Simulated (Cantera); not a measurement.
A closed system holds: 1 mol Si₃N₄, 1 mol CO₂, 520 mol H₂, 0.044 mol N₂O, at 1923 K.

Cantera equilibrium calculation (NASA polynomials, part measured and part estimated; ideal gas, pure solids and liquids). Candidate condensed phases: C, C₆H₆, C₇H₈, C₈H₁₈, H₂O, Si, SiC, SiO₂, Si₂N₂O, Si₃N₄; 151 gas species. Equilibrium is a limit: real reactors are often held back by kinetics, nucleation or transport.

Question: At 63.0 Pa, list the 5 most abundant gas species with their mole fractions, and the condensed phases.

Answer: H₂ 0.952, H 0.0366, N₂ 0.00381, Si 0.00353, SiO 0.00197. Condensed: gas only.
